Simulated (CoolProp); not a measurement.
Vapour-liquid equilibrium of cyclohexane (1) + ethylbenzene (2) at 0.0407 MPa; x and y are mole fractions of (1).

Values from CoolProp's multi-fluid Helmholtz-energy mixture model, Zhou 2014 and Zhou 2012; pair parameters Bell 2016.

| x | bubble temperature, mixture model (°C) | bubble temperature, Raoult's law (°C) | y, mixture model | y, Raoult's law |
|---|---|---|---|---|
| 0.05 | 98.3 | 99.5 | 0.239 | 0.212 |
| 0.125 | 89.8 | 92.3 | 0.476 | 0.435 |
| 0.2 | 83.0 | 86.2 | 0.623 | 0.585 |
| 0.275 | 77.6 | 81.0 | 0.720 | 0.690 |
| 0.35 | 73.2 | 76.5 | 0.786 | 0.766 |
| 0.425 | 69.5 | 72.6 | 0.834 | 0.823 |
| 0.5 | 66.5 | 69.1 | 0.870 | 0.866 |
| 0.575 | 63.9 | 66.0 | 0.898 | 0.900 |
| 0.65 | 61.6 | 63.2 | (withheld) | 0.927 |
| 0.725 | 59.6 | 60.7 | (withheld) | 0.948 |
| 0.8 | (withheld) | 58.4 | 0.958 | 0.966 |
| 0.875 | (withheld) | 56.3 | 0.974 | 0.981 |
| 0.95 | 54.2 | 54.4 | (withheld) | 0.993 |

Task: Some entries are withheld; supply them.

Result: 
- 0.65, y, mixture model: 0.921
- 0.725, y, mixture model: 0.940
- 0.8, bubble temperature, mixture model (°C): 57.7
- 0.875, bubble temperature, mixture model (°C): 55.9
- 0.95, y, mixture model: 0.990

The largest gap from Raoult's law is -3.4 K in bubble temperature, at x = 0.275. No azeotrope shows between x = 0.05 and 0.95.

The pair parameters rest on a limited set of measurements; away from them the model extrapolates.
